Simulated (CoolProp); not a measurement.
Vapour-liquid equilibrium of R22 (1) + R134a (2) at 194.8 K; x and y are mole fractions of (1).

Computed with CoolProp (multi-fluid Helmholtz-energy mixture model, Kamei 1995 and Tillner-Roth 1994; pair parameters Bell 2016).

Give the bubble pressure and the first vapour's composition at x = 0.35, 0.75, 0.85. Is there an azeotrope?

x = 0.35: 7.352 kPa, y = 0.615; x = 0.75: 10.09 kPa, y = 0.879; x = 0.85: 10.72 kPa, y = 0.929. No azeotrope shows between x = 0.05 and 0.95.

Pair parameters are fitted to limited data, so mixtures are less certain than the pure fluids.
